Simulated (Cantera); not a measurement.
**acetone + H₂O + N₂ (carbon deposition, reforming and gasification)**

Feed: 1 mol acetone, 0.31 mol H₂O, 1.9 mol N₂, held at 3450 Torr.

Method: chemical equilibrium by Gibbs-energy minimisation in Cantera with the NASA 1993 tables (ideal gas, pure condensed phases). Candidate condensed phases: C, C₆H₆, C₇H₈, C₈H₁₈, H₂O; 136 gas species. The feed counts by its element totals alone. Equilibrium is a limit: real reactors are often held back by kinetics, nucleation or transport.

```tsv
T (K)	log p H₂	log p N₂	log p CO	log p H₂O	log p CH₄	log p CO₂	log p HCN	log p NH₃	n C(graphite)
948	0.19	0.22	-0.50	-0.32	-0.38	-0.76	-5.46	-2.68	1.96
1048	0.29	0.17	-0.20	-0.64	-0.66	-1.06	-4.74	-2.85	1.81
1148	0.33	0.15	-0.08	-1.07	-0.96	-1.55	-4.15	-3.04	1.70
1248	0.35	0.14	-0.05	-1.51	-1.25	-2.10	-3.66	-3.22	1.67
1348	0.36	0.13	-0.04	-1.91	-1.52	-2.60	-3.25	-3.38	1.67
1448	0.36	0.13	-0.04	-2.27	-1.75	-3.04	-2.89	-3.53	1.67
1548	0.36	0.13	-0.03	-2.58	-1.96	-3.43	-2.59	-3.66	1.67
1648	0.37	0.13	-0.03	-2.85	-2.14	-3.76	-2.32	-3.77	1.67
1748	0.37	0.13	-0.03	-3.10	-2.30	-4.06	-2.08	-3.87	1.67
```
log p: log10 of the partial pressure in bar; n: condensed amount in mol.

From 948 K to 1748 K the condensed part is C(graphite). The main C-bearing gas is CH₄ at 948 K and CO at 1748 K. The share of C in condensed phases is highest at 948 K (65.2 %) and lowest at 1248 K (55.5 %).
